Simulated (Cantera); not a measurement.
An isothermal plug-flow reactor at 800 K and 4.93 atm (inlet), inlet velocity 4.2 m/s, active area per volume 2000 1/m; feed 4.04 % CH4, 1.61 % O2, 91.1 % N2, 3.23 % H2O, equivalence ratio 5.0.

Model: Deutschmann's 1995 Pt surface mechanism with GRI-Mech 3.0 gas chemistry, integrated in Cantera. Catalytic surfaces can have several steady states; this one follows from the mechanism file's or the stated starting coverage. Mass transfer to the wall is taken as infinitely fast.

Problem. Predict: x(CH4) at z = 0.028 m; x(O2) at z = 0.028 m; x(H2O) at z = 0.028 m; x(CO2) at z = 0.028 m; x(CO) at z = 0.028 m; θ(free Pt) at the exit; θ(CO*) at the exit; θ(C*) at the exit.

Solution. 
| Quantity | Value |
|---|---|
| x(CH4) at z = 0.028 m | 0.0338 |
| x(O2) at z = 0.028 m | 0.00553 |
| x(H2O) at z = 0.028 m | 0.0452 |
| x(CO2) at z = 0.028 m | 0.00173 |
| x(CO) at z = 0.028 m | 0.00477 |
| θ(free Pt) at the exit | 0.0404 |
| θ(CO*) at the exit | 0.115 |
| θ(C*) at the exit | 0.843 |
